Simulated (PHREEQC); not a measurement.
1 g of hydrous ferric oxide (600 m²/g; 0.2 weak and 0.005 strong sites per Fe, Dzombak-Morel constants, diffuse double layer) in 1 kg of water with 0.1 mol/kgw of an inert sodium salt and 3.1e-06 mol/kgw NiCl2 and 1.1e-05 mol/kgw Na2HAsO4, at 25 °C; the pH is set by adding NaOH or the inert anion's acid. Oxygen alone is held at its pressure in air (log pO2 = -0.68). No CO2 enters from the air. No solid was allowed to form.

Base run: PHREEQC, ion-association model, wateq4f.dat. Each further column changes one thing. The table gives As sorbed (%).

```tsv
pH	base	no electrostatic term (-no_edl)	background salt from 0.1 to 0.01 mol/kgw	oxide from 1 to 5 g/kgw	0.0028 mol/kgw H3BO3 added
3	100.0	99.6	100.0	100.0	100.0
3.67	100.0	99.6	100.0	100.0	100.0
4.33	100.0	99.6	100.0	100.0	100.0
5.67	100.0	99.7	100.0	100.0	100.0
6.33	100.0	99.9	100.0	100.0	100.0
7	100.0	99.9	100.0	100.0	100.0
7.67	100.0	100.0	100.0	100.0	100.0
8.33	100.0	100.0	100.0	100.0	100.0
9.67	97.9	100.0	95.7	99.6	98.0
10.33	89.7	100.0	71.4	97.9	89.9
11	61.0	100.0	25.7	89.0	61.5
```

The database has no arsenate complexes of Ni. The oxide is taken as insoluble; below pH 4 it would dissolve. In at least one series the solution becomes supersaturated in solids that the run did not let form, among them Ni(OH)2.
